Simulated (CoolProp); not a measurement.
Properties of R1132(E) at several states (Tc = 348.8 K, pc = 5.174 MPa, ω = 0.245).

Computed with CoolProp (reference Helmholtz-energy equation of state, Akasaka 2024).

```tsv
T (K)	p (MPa)	phase	density (kg/m³)
330.9	4.03	liquid	765.7
314.5	6.5	liquid	885.9
395.8	0.0925	gas	1.807
393.6	0.0264	gas	0.5172
```
